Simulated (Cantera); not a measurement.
Input (Python, Cantera) and output of one run.

```python
import numpy as np
import cantera as ct

gas_names = """
    Fe FeO Fe(OH)2 H HO2 H2 H2O H2O2 H2S H2SO4 O OH O2 O3 S SH SO SO2 SO3 S2 S2O S8
""".split()
cond_names = """
    Fe(a) Fe(c) Fe(d) Fe(L) FeO(s) FeO(L) Fe(OH)2(s) Fe(OH)3(s) FeS(a) FeS(b) FeS(c) FeS(L) FeSO4(s)
    FeS2(s) Fe2O3(s) Fe2S3O12(s) Fe3O4(s) H2O(s) H2O(L) H2SO4(L) S(cr1) S(cr2) S(L)
""".split()


# ... load() reads the species with a 1 bar reference pressure and builds the phases ...
atoms = {
    'FeS2': {'Fe': 1, 'S': 2},
    'H2': {'H': 2},
    'H2O': {'H': 2, 'O': 1},
}
top_T = {'FeSO4(s)': 950, 'FeS2(s)': 1010, 'Fe2O3(s)': 1830, 'Fe2S3O12(s)': 1100, 'Fe3O4(s)': 1870}  # K; cautious upper limits of use, not melting points


# ... equilibrate(T, P, feed) seeds the gas with the atoms and calls Mixture.equilibrate('TP', solver="vcs", rtol=1e-11, max_steps=5000) ...
results = []
feed = {'FeS2': 1, 'H2': 610, 'H2O': 2.3}  # mol
T = 700  # K
P = 30000  # Pa
mix = equilibrate(T, P, feed)
results.append((T, P, feed, dict(zip(mix.species_names, mix.species_moles))))
print(gas.report(threshold=1e-05))
for i in range(1, mix.n_phases):
    print(f"{mix.phase(i).name:16s} {mix.phase_moles(i):12.5e} mol")
```

Output:

```
       temperature   700 K
          pressure   30000 Pa
           density   0.010971 kg/m^3
  mean mol. weight   2.1285 kg/kmol
   phase of matter   gas

                          1 kg             1 kmol
                     ---------------   ---------------
          enthalpy        5.0852e+06        1.0824e+07  J
   internal energy        2.3507e+06        5.0034e+06  J
           entropy             78136        1.6631e+05  J/K
    Gibbs function        -4.961e+07       -1.0559e+08  J
 heat capacity c_p             13810             29394  J/K
 heat capacity c_v            9903.5             21079  J/K

                      mass frac. Y      mole frac. X     chem. pot. / RT
                     ---------------   ---------------   ---------------
                H2           0.94206           0.99461           -17.907
               H2O          0.031793         0.0037563           -72.207
               H2S          0.026147         0.0016332           -37.097
     [  +19 minor]         6.139e-11        3.9495e-12

Fe(a)             0.00000e+00 mol
FeO(s)            0.00000e+00 mol
Fe(OH)2(s)        0.00000e+00 mol
Fe(OH)3(s)        0.00000e+00 mol
FeS(c)            1.00000e+00 mol
FeSO4(s)          0.00000e+00 mol
FeS2(s)           0.00000e+00 mol
Fe2O3(s)          0.00000e+00 mol
Fe2S3O12(s)       0.00000e+00 mol
Fe3O4(s)          0.00000e+00 mol
H2SO4(L)          0.00000e+00 mol
S(L)              0.00000e+00 mol
```

Cantera equilibrium calculation (NASA polynomials, part measured and part estimated; ideal gas, pure solids and liquids). FeS: taken at fixed stoichiometry.
